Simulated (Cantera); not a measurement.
A closed system holds: 1 mol FeS₂, 1.6 mol H₂, 0.49 mol N₂, at 1100 K and 89.0 mbar.

Equilibrium computed with Cantera from the NASA thermochemical tables; the gas is ideal and each condensed phase is pure. Candidate condensed phases: Fe, FeS, FeS₂, S; 16 gas species. FeS: taken at fixed stoichiometry. Gases not in the tables: S₃ to S₇. Equilibrium is a limit: real reactors are often held back by kinetics, nucleation or transport.

Base state: H₂S 0.454, H₂ 0.304, N₂ 0.232, S₂ 0.00975, SH 0.000101 (mole fractions); condensed: FeS(s).

Q: What changes in the equilibrium state with this change: temperature from 1100 K to 923.15 K?

A: 
```csv
species,before,after
H₂S,0.454,0.478
H₂,0.304,0.288
N₂,0.232,0.234
S₂,0.00975,0.000279
SH,0.000101,3.47e-6
"FeS(s), mol",1.00,1.00
```

Q: What changes in the equilibrium state with this change: temperature from 1100 K to 1250 K?

A: 
| species | before | after |
|---|---|---|
| H₂ | 0.304 | 0.366 |
| H₂S | 0.454 | 0.364 |
| N₂ | 0.232 | 0.224 |
| S₂ | 0.00975 | 0.0460 |
| SH | 0.000101 | 0.000639 |
| FeS(s), mol | 1.00 | 1.00 |
